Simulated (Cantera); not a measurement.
Feed: 1 mol S, 0.065 mol O2, 5.8 mol H2, at 2098.15 K and 10.0 Pa.

These are equilibrium values from Cantera (NASA tables, ideal gas, pure condensed phases), not measurements of a reactor. Candidate condensed phases: H2O, H2SO4, S; 19 gas species. Kinetics and transport are ignored.

Base state: H2 0.631, H 0.245, S 0.0793, S2 0.0183, H2O 0.00972, SH 0.00944, SO 0.00659, OH 0.000447 (mole fractions); condensed: gas only.

Task: What changes in the equilibrium state with this change: O2 from 0.065 to 0.04 mol?

Result: 
```tsv
species	before	after
H2	0.631	0.635
H	0.245	0.245
S	0.0793	0.0806
H2O	0.00972	0.00600
SO	0.00659	0.00411
S2	0.0183	0.0189
SO2	0.000171	6.57e-5
O	0.000124	7.60e-5
OH	0.000447	0.000276
H2S	0.000390	0.000399
SH	0.00944	0.00962
```
